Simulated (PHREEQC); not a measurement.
2 g of hydrous ferric oxide (600 m²/g; 0.2 weak and 0.005 strong sites per Fe, Dzombak-Morel constants, diffuse double layer) in 1 kg of water with 0.001 mol/kgw of an inert sodium salt and 0.0033 mol NaF, at 25 °C; the pH is set by adding NaOH or the inert anion's acid. Oxygen alone is held at its pressure in air (log pO2 = -0.68). The system is closed to CO2. No solid was allowed to form.

Base run: PHREEQC, ion-association model, wateq4f.dat. Each further column changes one thing. The table gives surface charge σ (C/m²).

```
pH       base  background salt from 0.001 to 0.0001 mol/kgw  oxide from 2 to 10 g/kgw  0.002 mol/kgw Na2SeO4 added
-----  ------  --------------------------------------------  ------------------------  ---------------------------
3       0.115                                         0.111                     0.286                        0.032
3.67    0.084                                         0.079                     0.225                        0.028
4.33    0.055                                         0.051                     0.147                        0.026
5.67    0.020                                         0.018                     0.042                        0.018
6.33    0.012                                         0.011                     0.021                        0.013
7       0.006                                         0.006                     0.009                        0.008
7.67    0.002                                         0.002                     0.003                        0.002
8.33   -0.003                                        -0.002                    -0.002                       -0.004
9.67   -0.020                                        -0.018                    -0.021                       -0.030
10.33  -0.041                                        -0.038                    -0.045                       -0.057
11     -0.080                                        -0.075                    -0.089                       -0.102
```

The oxide is taken as insoluble; below pH 4 it would dissolve.
